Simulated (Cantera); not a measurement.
Feed: 1 mol BCl3, 1.1 mol H2O, 120 mol H2, held at 948 K and 0.128 Torr.

These are equilibrium values from Cantera (NASA tables, ideal gas, pure condensed phases), not measurements of a reactor. Candidate condensed phases: B, B2O3, B3O3H3, H2O; 33 gas species. Gases not in the tables: BHCl2. The numbers say what is thermodynamically allowed, not how fast it happens.

Base state: H2 0.976, HCl 0.0239, BCl3 0.000169, B3O3H3 7.17e-5, B3O3Cl3 3.19e-5, HBO 1.73e-5 (mole fractions); condensed: B(s) + B2O3(l).

What changes in the equilibrium state with this change: temperature from 948 K to 1700 K?


| species | before | after |
|---|---|---|
| H2 | 0.976 | 0.957 |
| HCl | 0.0239 | 0.0238 |
| H | 3.97e-8 | 0.0111 |
| HBO | 1.73e-5 | 0.00555 |
| BO | <1e-9 | 0.00128 |
| Cl | <1e-9 | 0.000214 |
| BCl3 | 0.000169 | <1e-9 |
| B2O3 | 1.42e-9 | 0.000116 |
| B(s), mol | 0.232 | 0 |
| B2O3(l), mol | 0.353 | 0 |
The tables' values for BOCl are old estimates; treat these amounts as uncertain.
